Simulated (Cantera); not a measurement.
**Gas-phase reforming**

An isothermal, constant-pressure homogeneous reactor starts with 51.3 % CH₄, 48.7 % CO₂, at 1400 K and 0.240 bar.

Detailed kinetics in Cantera: GRI-Mech 3.0 (53 species, 325 reactions).

```tsv
t (s)	x CH₄	x CO₂	x CH₂CO	x H₂O	x CH₃
1.00e-6	0.513	0.487	<1e-12	2.69e-11	1.45e-8
5.37e-6	0.513	0.487	<1e-12	3.53e-10	9.62e-8
2.89e-5	0.513	0.487	<1e-12	2.18e-9	5.40e-7
0.000155	0.513	0.487	<1e-12	1.20e-8	2.92e-6
0.000833	0.513	0.487	<1e-12	6.53e-8	1.52e-5
0.00447	0.513	0.487	<1e-12	4.06e-7	4.71e-5
0.0240	0.512	0.487	8.25e-12	3.17e-6	7.32e-5
0.129	0.508	0.486	1.01e-9	5.56e-5	0.000118
0.693	0.479	0.476	1.31e-7	0.00180	0.000112
3.72	0.372	0.410	3.35e-6	0.0326	7.86e-5
20.0	0.147	0.177	2.54e-5	0.182	4.01e-5
```
x: mole fraction; the columns are a selection and need not sum to one.

Equilibrium at this temperature and pressure: CH₄ 0.00927, CO₂ 2.69e-6, CH₂CO 7.30e-8, H₂O 5.90e-6, CH₃ 2.63e-6 (gas phase only).
